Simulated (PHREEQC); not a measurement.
NaOH is added in steps, without added water, to 1 kg of water holding 0.012 mol/kgw HF, 0.1 mol/kgw NaF, 0.00011 mol/kgw (NH4)2SiF6 and 0.00021 mol/kgw HCl, at 25 °C. Oxygen is held at 0.21 atm. CO2 from the air is kept out. Only these solids could form: SiO2(a), Halite.

Base run: PHREEQC, ion-association model, wateq4f.dat. Each further column changes one thing. The table gives H4SiO4 (mol/kgw).

```csv
NaOH added (mol),base,all activity coefficients set to 1,Davies equation for every ion,metal-ligand complexes left out,database phreeqc.dat
0,4.46e-12,7.54e-12,4.20e-12,4.29e-12,3.81e-12
0.0015,7.25e-12,…,6.84e-12,6.98e-12,6.30e-12
0.00375,1.76e-11,3.01e-11,1.66e-11,1.70e-11,1.57e-11
0.006,5.77e-11,9.87e-11,5.43e-11,5.55e-11,5.25e-11
0.0075,1.68e-10,…,1.59e-10,1.62e-10,1.55e-10
0.009,7.54e-10,1.30e-9,7.10e-10,7.26e-10,7.07e-10
0.01125,8.95e-8,…,8.42e-8,8.62e-8,8.58e-8
0.0135,1.20e-5,…,1.19e-5,1.20e-5,1.21e-5
0.015,3.44e-6,3.51e-6,3.39e-6,3.43e-6,3.47e-6
```

### Question
Fill in the missing entries.

### Answer

- 0.0015, all activity coefficients set to 1: 1.23e-11
- 0.0075, all activity coefficients set to 1: 2.89e-10
- 0.01125, all activity coefficients set to 1: 1.54e-7
- 0.0135, all activity coefficients set to 1: 1.22e-5

SiF6-2 is the database's only silicon fluoride. phreeqc.dat and wateq4f.dat share most of their constants, so their agreement is no independent check.
